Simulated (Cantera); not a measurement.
Feed: 1 mol CF4, 0.069 mol Si, at 1748 K and 10000 Pa.

These are equilibrium values from Cantera (NASA tables, ideal gas, pure condensed phases), not measurements of a reactor. Candidate condensed phases: C, Si, SiC; 23 gas species. Gases not in the tables: C2F6 and larger saturated fluorocarbons. The numbers say what is thermodynamically allowed, not how fast it happens.

Base state: CF4 0.927, SiF4 0.0689, CF2 0.00309, CF3 0.000692, F 0.000399 (mole fractions); condensed: C(graphite).

Question: What changes in the equilibrium state with this change: CF4 replaced by c-C4F8?

Answer: 
```json
[
 {"species": "CF4", "before": "0.927", "after": "0.961"},
 {"species": "SiF4", "before": "0.0689", "after": "0.0344"},
 {"species": "CF2", "before": "0.00309", "after": "0.00315"},
 {"species": "CF3", "before": "0.000692", "after": "0.000711"},
 {"species": "F", "before": "0.000399", "after": "0.000403"},
 {"species": "C(graphite), mol", "before": "0.0674", "after": "2.07"}
]
```
The feed counts by its element totals alone.
